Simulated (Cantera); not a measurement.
# Calcination and drying: LiOH + O2

A closed system holds: 1 mol LiOH, 0.17 mol O2, held at 0.975 Torr.

These are equilibrium values from Cantera (NASA tables, ideal gas, pure condensed phases), not measurements of a reactor. Candidate condensed phases: H2O, Li, LiH, LiOH, Li2O; 17 gas species. Equilibrium is a limit: real reactors are often held back by kinetics, nucleation or transport.

```
T (K)  log p LiOH  log p H2O  log p O2  log p Li2O  log p Li  log p OH  n Li2O(s)
-----  ----------  ---------  --------  ----------  --------  --------  ---------
1200        -4.58      -3.02     -3.49       -9.25    -10.34     -7.24      0.493
1300        -3.99      -3.05     -3.50       -7.87     -8.83     -6.71      0.473
1400        -3.53      -3.15     -3.53       -6.70     -7.54     -6.30      0.413
1500        -3.20      -3.38     -3.60       -5.69     -6.42     -6.03      0.284
1600        -3.04      -3.82     -3.68       -4.81     -5.43     -5.91      0.111
1700        -3.01      -4.20     -3.72       -4.28     -4.69     -5.80          0
1800        -3.03      -4.13     -3.71       -4.31     -4.29     -5.49          0
```
log p: log10 of the partial pressure in bar; n: condensed amount in mol.

From 1200 K to 1600 K the condensed part is Li2O(s). From 1700 K to 1800 K nothing is condensed. The main Li-bearing gas is LiOH throughout.
